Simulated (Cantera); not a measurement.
## Thermodynamics of aluminium and copper etching, feed Al + Cl2

Charge: 1 mol Al, 0.8 mol Cl2.

Equilibrium computed with Cantera from the NASA thermochemical tables; the gas is ideal and each condensed phase is pure. Candidate condensed phases: Al, AlCl3; 8 gas species. The tables' values for AlCl2 are old estimates. The numbers say what is thermodynamically allowed, not how fast it happens.

Stable condensed phases:

```
T in K \ P in Pa
              1    4.2     18     75    320   1300   5600  24000 100000
   1425       A      A      A      A      A      A      A      A      B
   1375       A      A      A      A      A      A      A      B      B
   1325       A      A      A      A      A      A      A      B      B
   1275       A      A      A      A      A      A      A      B      B
   1225       A      A      A      A      A      A      B      B      B
   1175       A      A      A      A      A      B      B      B      B
   1125       A      A      A      A      A      B      B      B      B
   1075       A      A      A      A      B      B      B      B      B
   1025       A      A      A      B      B      B      B      B      B
    975       A      A      A      B      B      B      B      B      B
    925       A      A      B      B      B      B      B      B      B
    875       A      B      B      B      B      B      B      B      B
    825       B      B      B      B      B      B      B      B      B
    775       B      B      B      B      B      B      B      B      B
```

A: gas only; B: Al.
